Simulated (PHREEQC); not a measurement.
A solution holds 0.0013 mol/kgw FeCl3, 0.00048 mol/kgw CuCl2, 0.02 mol/kgw H2SO4 and 4.5e-05 mol/kgw NaCl, at 25 °C. Closed to the air; pH follows from the charge balance.

All values are PHREEQC results (ion-association model, phreeqc.dat), not measurements.

```json
[
 {"quantity": "pH", "before": "1.60", "after": "1.61"},
 {"quantity": "ionic strength (mol/kgw)", "before": "0.0395", "after": "0.0378"},
 {"quantity": "Fe(SO4)2- (mol/kgw)", "before": "8.33e-5", "after": "9.04e-6"},
 {"quantity": "Fe+3 (mol/kgw)", "before": "7.70e-5", "after": "7.06e-6"},
 {"quantity": "SI of Goethite (FeOOH)", "before": "+1.12", "after": "+0.11"},
 {"quantity": "SI of Hematite (Fe2O3)", "before": "+4.24", "after": "+2.23"}
]
```

What was changed between the two runs?
(A) NaCl replaced by NaOH at the same molality
(B) FeCl3 from 0.0013 to 0.00026 mol/kgw
(C) FeCl3 from 0.0013 to 0.00013 mol/kgw
(D) NaCl replaced by Na2CO3 at the same molality

C, FeCl3 from 0.0013 to 0.00013 mol/kgw

Precipitation was switched off in this run. Some of these states are supersaturated (in Hematite (slow to form), Goethite (slow to form), for instance).
